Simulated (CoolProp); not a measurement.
The fluid at 298.15 K and 0.739 MPa is throttled through a valve to 0.259 MPa with no heat exchange. The same conditions are run with several fluids, on thermodynamics alone (safety and materials aside).

Values from CoolProp's reference Helmholtz-energy equation of state of each fluid (p-xylene: Zhou 2012; R236EA: Rui 2013; n-decane: Lemmon 2006; decamethylcyclopentasiloxane (D5): Thol 2019; R142b: Lemmon 2006).

| fluid | temperature change (K) | final phase | final density (kg/m³) |
|---|---|---|---|
| p-xylene | +0.2 | liquid | 857 |
| R236EA | +0.1 | liquid | [?] |
| n-decane | +0.2 | liquid | [?] |
| decamethylcyclopentasiloxane (D5) | +0.2 | liquid | [?] |
| R142b | [?] | [?] | 186 |

Complete the blanks.


- R236EA, final density (kg/m³): 1430
- n-decane, final density (kg/m³): 726
- decamethylcyclopentasiloxane (D5), final density (kg/m³): 954
- R142b, temperature change (K): -8.4
- R142b, final phase: two-phase, vapour fraction 0.053
